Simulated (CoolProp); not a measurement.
Propyne along the isobar 64.3 bar: density (kg/m³) from the reference equation and from simpler models built on Tc = 129.6 °C, pc = 56.58 bar, ω = 0.204; each cubic takes its own stable root.

Values from CoolProp's reference Helmholtz-energy equation of state, Polt 1992. This equation is an older, rougher fit; its heat capacities, sound speeds and derivatives of the liquid may be far off and weren't checked against measurements.

| T (°C) | phase | reference |
|---|---|---|
| 25.95 | liquid | 618.8 |
| 39.45 | liquid | 598.1 |
| 52.85 | liquid | 576.7 |
| 66.35 | liquid | 553.7 |
| 79.75 | liquid | 528.8 |
| 93.25 | liquid | 500.5 |
| 106.65 | liquid | 466.9 |
| 120.15 | liquid | 421.8 |
| 133.55 | supercritical | 331.6 |
| 147.05 | supercritical | 147.0 |
| 160.45 | supercritical | 118.2 |
| 173.95 | supercritical | 104.0 |
| 187.35 | supercritical | 94.74 |
| 200.85 | supercritical | 87.83 |

**Question.** How far does each simpler model (van der Waals, Redlich-Kwong, Soave-Redlich-Kwong, Peng-Robinson) lie from the reference over these 14 states: mean and median of the absolute difference, and the worst?

**Answer.** 
- van der Waals: mean 23.9 %, median 34.4 %, worst -37.3 % at 25.95 °C and 64.3 bar
- Redlich-Kwong: mean 9.7 %, median 11.7 %, worst -17.7 % at 120.15 °C and 64.3 bar
- Soave-Redlich-Kwong: mean 8.6 %, median 9.0 %, worst -19.1 % at 133.55 °C and 64.3 bar
- Peng-Robinson: mean 3.2 %, median 2.6 %, worst -11.7 % at 133.55 °C and 64.3 bar
